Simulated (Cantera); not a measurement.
Input: 1 mol Si₂H₆, 0.048 mol Cl₂, 3.2 mol N₂, at 1123.15 K and 0.0710 bar.

Equilibrium computed with Cantera from the NASA thermochemical tables; the gas is ideal and each condensed phase is pure. Candidate condensed phases: NH₄Cl, Si, Si₃N₄; 28 gas species. The feed counts by its element totals alone. N₂ is the only nitrogen source here; it is nearly inert below about 1500 K, so the nitride shown seldom forms there in practice. Equilibrium is a limit: real reactors are often held back by kinetics, nucleation or transport.

Base state: H₂ 0.601, N₂ 0.380, HCl 0.0195 (mole fractions); condensed: Si₃N₄(s).

Problem. What changes in the equilibrium state with this change: Cl₂ from 0.048 to 0.41 mol?

Solution. 
```tsv
species	before	after
H₂	0.601	0.492
N₂	0.380	0.354
HCl	0.0195	0.154
SiCl₄	6.21e-8	0.000374
SiHCl₃	3.28e-8	2.05e-5
Si₃N₄(s), mol	0.667	0.666
```
